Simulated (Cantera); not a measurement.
Al(CH₃)₃ + N₂O + N₂ (aluminium nitride and oxide growth)

Charge: 1 mol Al(CH₃)₃, 0.58 mol N₂O, 110 mol N₂, held at 8.25 Torr.

Cantera equilibrium calculation (NASA polynomials, part measured and part estimated; ideal gas, pure solids and liquids). Candidate condensed phases: Al, AlN, Al₂O₃, C, C₆H₆, C₇H₈, C₈H₁₈, H₂O; 148 gas species. The feed counts by its element totals alone. Mutual solubility and eutectic melting of coexisting phases are not modelled. Rates play no part.

| T (K) | log p N₂ | log p H₂ | log p CO | log p HCN | n AlN(s) | n Al₂O₃(s) | n C(graphite) |
|---|---|---|---|---|---|---|---|
| 1200 | -1.98 | -3.37 | -4.50 | -6.80 | 0.832 | 0.0839 | 2.67 |
| 1250 | -1.98 | -3.37 | -4.26 | -6.57 | 1.00 | 0 | 2.42 |
| 1300 | -1.98 | -3.37 | -4.26 | -6.36 | 1.00 | 0 | 2.42 |
| 1350 | -1.98 | -3.37 | -4.26 | -6.16 | 1.00 | 0 | 2.41 |
| 1400 | -1.98 | -3.37 | -4.26 | -5.98 | 1.00 | 0 | 2.41 |
| 1450 | -1.98 | -3.37 | -4.26 | -5.81 | 1.000 | 0 | 2.40 |
| 1500 | -1.98 | -3.37 | -4.26 | -5.65 | 1.000 | 0 | 2.40 |
| 1550 | -1.98 | -3.37 | -4.26 | -5.50 | 1.000 | 0 | 2.39 |
| 1600 | -1.98 | -3.37 | -4.26 | -5.36 | 1.000 | 0 | 2.37 |
log p: log10 of the partial pressure in bar; n: condensed amount in mol.

At 1200 K the condensed part is AlN(s) + Al₂O₃(s) + C(graphite). From 1250 K to 1600 K the condensed part is AlN(s) + C(graphite).
